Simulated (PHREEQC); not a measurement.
Consider water at 20 °C with 0.0065 mol/kgw HF, 0.053 mol/kgw (NH4)2SiF6, 5.4e-05 mol/kgw H3BO3 and 0.013 mol/kgw HCl. Closed to the air; pH follows from the charge balance.

Model: ion-association model, wateq4f.dat, run in PHREEQC.

No solid was allowed to form.

Order these B species by the share of B that they hold, largest first: BF4-, BF3OH-, H3BO3, BF2(OH)2-.

BF4- (87 %), H3BO3 (7.3 %), BF3OH- (4.7 %), BF2(OH)2- (0.85 %)

The pH is 1.97 and the ionic strength 0.172 mol/kgw. Complexes and solids missing from the database can't appear. SiF6-2 is the database's only silicon fluoride. Real BF4- forms and hydrolyses slowly; the run takes it at equilibrium.
